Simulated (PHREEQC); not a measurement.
Acid rinse or clean

Dissolve 29 mmol/kgw HF and 90 mmol/kgw FeCl3 at 65 °C. Closed to the air; pH follows from the charge balance.

Equilibrium calculation in PHREEQC: ion-association model, wateq4f.dat.

No solid was allowed to form.

Predict the pH.

pH 1.53.

In which forms is F present?

FeF+2 89 %, FeF2+ 11 %, HF 0.9 % of the F.

Examples of supersaturated solids here: Hematite (slow to form), Goethite (slow to form). Others may be too. Species that the database lacks are ignored. At this temperature some constants are extrapolated from 25 °C, and those without enthalpy data are left unchanged. Fluoro complexes past AlF4- and FeF3 are missing from the database.
